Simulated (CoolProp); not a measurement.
A single-stage vapour-compression cycle with the fluid: evaporating at 285.15 K (dew point), condensing at 326.15 K (bubble point), superheat 0 K, subcooling 2 K, compressor efficiency 0.75, no pressure losses. The same conditions are run with several fluids, on thermodynamics alone (safety and materials aside).

The numbers come from the reference Helmholtz-energy equation of state of each fluid (R141b: Lemmon 2006; R407C: Lemmon 2003; n-hexane: Thol 2019; R1336mzz(E): Akasaka 2023; R1132(E): Akasaka 2024; R142b: Lemmon 2006) in CoolProp. Blends and air are pseudo-pure fits.

Rank R141b, R407C, n-hexane, R1336mzz(E), R1132(E), R142b by cooling COP, highest first.

R141b (4.63), n-hexane (4.49), R142b (4.39), R1336mzz(E) (4.14), R1132(E) (3.75), R407C (3.44)

```
fluid        pressure ratio  discharge temperature (K)  refrigerating effect (kJ/kg)  volumetric capacity (kJ/m³)
-----------  --------------  -------------------------  ----------------------------  ---------------------------
R141b                  4.24                      340.5                           187                          446
R407C                  3.45                      350.4                           136                         3980
n-hexane               5.41                      326.2                           285                          116
R1336mzz(E)            3.93                      326.2                           102                          896
R1132(E)               2.76                      348.5                           158                         6070
R142b                  3.32                      336.2                           158                         1600
```

The compression ends wet for: n-hexane; R1336mzz(E).
